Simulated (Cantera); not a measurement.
Charge: 1 mol CH2F2, at 4.70 mbar.

These are equilibrium values from Cantera (NASA tables, ideal gas, pure condensed phases), not measurements of a reactor. Candidate condensed phases: C, C6H6, C7H8, C8H18; 95 gas species. Equilibrium is a limit: real reactors are often held back by kinetics, nucleation or transport.

What share of the C ends up in condensed phases as a function of T (K), at 2023, 2123, 2223, 2323, 2423, 2523, 2623, 2723, 2823, 2923, 3023, 3123, 3223, 3323?


```csv
T (K),C condensed (%),as
2023,100.0,C(graphite)
2123,100.0,C(graphite)
2223,100.0,C(graphite)
2323,100.0,C(graphite)
2423,99.9,C(graphite)
2523,99.7,C(graphite)
2623,99.1,C(graphite)
2723,97.3,C(graphite)
2823,91.5,C(graphite)
2923,73.4,C(graphite)
3023,13.5,C(graphite)
3123,0.0,-
3223,0.0,-
3323,0.0,-
```
